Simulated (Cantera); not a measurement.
Hydrocarbon pyrolysis for carbon deposition

An isothermal, constant-pressure homogeneous reactor starts with CH4 : N2 = 1 : 39 (molar parts), at 1498 K and 2.93 Torr.

Model: GRI-Mech 3.0 (53 species, 325 reactions), integrated in Cantera. GRI-Mech 3.0 stops at C3 and has no aromatics, soot or wall deposition, so with more carbon than oxygen in the feed, carbon stays in small species such as C2H2 where larger ones or solid carbon would form. Radical loss at walls, strong at low pressure, is not modelled.

| t (s) | x CH4 | x H | x C2H4 | x CH2 | x C2H6 | x C2H2 |
|---|---|---|---|---|---|---|
| 1.00e-5 | 0.0250 | 3.13e-10 | <1e-12 | <1e-12 | <1e-12 | <1e-12 |
| 7.17e-5 | 0.0250 | 2.12e-9 | <1e-12 | <1e-12 | <1e-12 | <1e-12 |
| 0.000514 | 0.0250 | 1.04e-8 | <1e-12 | <1e-12 | <1e-12 | <1e-12 |
| 0.00369 | 0.0250 | 1.67e-8 | <1e-12 | <1e-12 | <1e-12 | <1e-12 |
| 0.0265 | 0.0250 | 1.68e-8 | 2.94e-10 | 5.79e-12 | 4.67e-11 | <1e-12 |
| 0.190 | 0.0250 | 1.88e-8 | 1.12e-7 | 2.40e-10 | 9.51e-9 | 1.76e-9 |
| 1.36 | 0.0248 | 1.34e-7 | 3.64e-5 | 1.03e-8 | 6.97e-7 | 4.81e-6 |
| 9.76 | 0.0167 | 6.88e-6 | 0.000568 | 6.91e-8 | 3.33e-6 | 0.00337 |
| 70.0 | 0.00302 | 2.43e-5 | 1.52e-5 | 2.72e-8 | 1.75e-7 | 0.0107 |
x: mole fraction; the columns are a selection and need not sum to one.

Equilibrium at this temperature and pressure: CH4 1.02e-6, H 5.30e-5, C2H4 7.63e-8, CH2 3.57e-11, C2H6 <1e-12, C2H2 0.00186 (gas phase only).
